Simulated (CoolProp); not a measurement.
50 sccm (0 °C, 1 atm) of nitrogen bubbles through liquid dodecamethylcyclohexasiloxane (D6) at 368.3 K and leaves saturated at a total pressure of 0.0118 MPa (ideal gas phase). Each further row changes one setting.

Model: reference Helmholtz-energy equation of state, Colonna 2008, in CoolProp. It is a short technical equation, of lower accuracy than the large ones.

```json
[
 {"case": "as stated", "vapour pressure (kPa)": "0.537", "mole fraction of vapour": "0.0455", "delivery (mg/min)": "47.3", "delivery (sccm)": "2.38", "change of delivery for a bath 1 K warmer (%)": "5.9"},
 {"case": "bath temperature 373.3 K", "vapour pressure (kPa)": "0.702", "mole fraction of vapour": "0.0595", "delivery (mg/min)": "62.8", "delivery (sccm)": "3.16", "change of delivery for a bath 1 K warmer (%)": "5.8"},
 {"case": "total pressure 0.0236 MPa", "vapour pressure (kPa)": "0.537", "mole fraction of vapour": "0.0227", "delivery (mg/min)": "23.1", "delivery (sccm)": "1.16", "change of delivery for a bath 1 K warmer (%)": "5.7"}
]
```
